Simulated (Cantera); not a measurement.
A closed system holds: 1 mol CH₃SiCl₃, a varied amount of H₂, at 2073 K and 720 Pa.

Cantera equilibrium calculation (NASA polynomials, part measured and part estimated; ideal gas, pure solids and liquids). Candidate condensed phases: C, C₆H₆, C₇H₈, C₈H₁₈, Si, SiC; 109 gas species. The feed counts by its element totals alone. The tables' values for SiCl are old estimates; treat these amounts as uncertain. Gases not in the tables: Si₂H₆ and higher silanes. Rates play no part.

log p: log10 of the partial pressure in bar; n: condensed amount in mol.

```
n(H₂) (mol)  log p H₂  log p HCl  log p H  log p Cl  n C(graphite)  n SiC(s)
-----------  --------  ---------  -------  --------  -------------  --------
23              -2.21      -3.12    -3.68     -4.72         0.0314     0.909
54              -2.18      -3.45    -3.67     -5.07              0     0.890
84              -2.17      -3.63    -3.67     -5.25              0     0.850
120             -2.17          …    -3.66         …              0     0.798
150             -2.17      -3.87    -3.66     -5.50              0     0.754
180             -2.16          …    -3.66         …              0     0.709
210             -2.16      -4.01    -3.66     -5.64              0     0.664
240             -2.16      -4.07    -3.66     -5.70              0     0.618
270             -2.16      -4.12    -3.66     -5.75              0     0.573
300             -2.16      -4.17    -3.66     -5.80              0     0.527
330             -2.16      -4.21    -3.66     -5.84              0     0.481
```

Problem. Some entries are withheld; supply them.

Solution. 
- 120, log p HCl: -3.78
- 120, log p Cl: -5.41
- 180, log p HCl: -3.95
- 180, log p Cl: -5.58
